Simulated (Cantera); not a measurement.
A closed system holds: 1 mol Fe3O4, 1.3 mol H2, equilibrated at 1123.15 K and 610 Pa.

Cantera equilibrium calculation (NASA polynomials, part measured and part estimated; ideal gas, pure solids and liquids). Candidate condensed phases: Fe, FeO, Fe(OH)2, Fe(OH)3, Fe2O3, Fe3O4, H2O; 12 gas species. The tables' stoichiometric FeO is somewhat more stable than real wüstite, so its field is too wide. FeO: taken at fixed stoichiometry. The numbers say what is thermodynamically allowed, not how fast it happens.

Base state: H2O 0.769, H2 0.231 (mole fractions); condensed: FeO(s).

Task: What changes in the equilibrium state with this change: Fe3O4 replaced by Cu2O?

Result: 
| species | before | after |
|---|---|---|
| H2O | 0.769 | 0.769 |
| H2 | 0.231 | 0.231 |
| FeO(s), mol | 3.00 | 0 |
| Cu(s), mol | 0 | 2.00 |
Further candidate phases: Cu, CuO, Cu(OH)2, Cu2O.
